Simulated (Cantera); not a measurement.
TiO2 + HCl + O2 (chemical vapour transport)

Input: 1 mol TiO2, a varied amount of HCl, 0.43 mol O2, at 875 K and 51000 Pa.

Equilibrium computed with Cantera from the NASA thermochemical tables; the gas is ideal and each condensed phase is pure. Candidate condensed phases: H2O, Ti, TiCl2, TiCl3, TiCl4, TiO, TiO2, Ti2O3, Ti3O5, Ti4O7; 23 gas species. Condensed phases not in the tables: TiOCl. Gases not in the tables: TiO(OH)2. Kinetics and transport are ignored.

From 0.021 mol HCl to 0.63 mol HCl the condensed part is TiO2(rutile).

```json
[
 {"n(HCl) (mol)": "0.021", "log p O2": "-0.31", "log p HCl": "-2.04", "log p H2O": "-2.13", "log p Cl2": "-2.13", "n TiO2(rutile)": "1.00"},
 {"n(HCl) (mol)": "0.032", "log p O2": "-0.32", "log p HCl": "-1.86", "log p H2O": "-1.96", "log p Cl2": "-1.96", "n TiO2(rutile)": "1.00"},
 {"n(HCl) (mol)": "0.049", "log p O2": "-0.34", "log p HCl": "-1.69", "log p H2O": "-1.79", "log p Cl2": "-1.79", "n TiO2(rutile)": "1.00"},
 {"n(HCl) (mol)": "0.074", "log p O2": "-0.36", "log p HCl": "-1.53", "log p H2O": "-1.63", "log p Cl2": "-1.63", "n TiO2(rutile)": "1.00"},
 {"n(HCl) (mol)": "0.11", "log p O2": "-0.39", "log p HCl": "-1.37", "log p H2O": "-1.49", "log p Cl2": "-1.49", "n TiO2(rutile)": "1.00"},
 {"n(HCl) (mol)": "0.17", "log p O2": "-0.44", "log p HCl": "-1.22", "log p H2O": "-1.34", "log p Cl2": "-1.34", "n TiO2(rutile)": "1.00"},
 {"n(HCl) (mol)": "0.27", "log p O2": "-0.52", "log p HCl": "-1.07", "log p H2O": "-1.21", "log p Cl2": "-1.21", "n TiO2(rutile)": "1.00"},
 {"n(HCl) (mol)": "0.41", "log p O2": "-0.62", "log p HCl": "-0.94", "log p H2O": "-1.11", "log p Cl2": "-1.11", "n TiO2(rutile)": "1.00"},
 {"n(HCl) (mol)": "0.63", "log p O2": "-0.75", "log p HCl": "-0.83", "log p H2O": "-1.04", "log p Cl2": "-1.04", "n TiO2(rutile)": "1.00"}
]
```
log p: log10 of the partial pressure in bar; n: condensed amount in mol.
